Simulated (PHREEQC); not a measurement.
Consider water at 18 °C with 0.00075 mol/kgw NaOH, 0.0002 mol/kgw K2SiO3 and 0.011 mol/kgw K2CO3. Closed to the air; pH follows from the charge balance.

Computed with PHREEQC (Pitzer model, pitzer.dat).

Precipitation was switched off in this run.

Question: Estimate the pH, osmotic coefficient.

Answer: pH 11.38; osmotic coefficient 0.907.

Question: In which forms is C present?

Answer: CO3-2 94 %, HCO3- 6.2 % of the C.
